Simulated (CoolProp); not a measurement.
Model: reference Helmholtz-energy equation of state, Span 1996, in CoolProp.

Q: Give the vapour pressure (MPa), liquid density (kg/m³), vapour Z, liquid viscosity (µPa s) of saturated carbon dioxide at 245.2, 256.8, 279.9 K.

A: 
| T (K) | p (MPa) | liquid density (kg/m³) | vapour Z | liquid viscosity (µPa s) |
|---|---|---|---|---|
| 245.2 | 1.53 | 1070 | 0.830 | 159 |
| 256.8 | 2.20 | 1010 | 0.780 | 132 |
| 279.9 | 4.15 | 884 | 0.647 | 88.9 |

Viscosity comes from a separate model (Laesecke 2017).
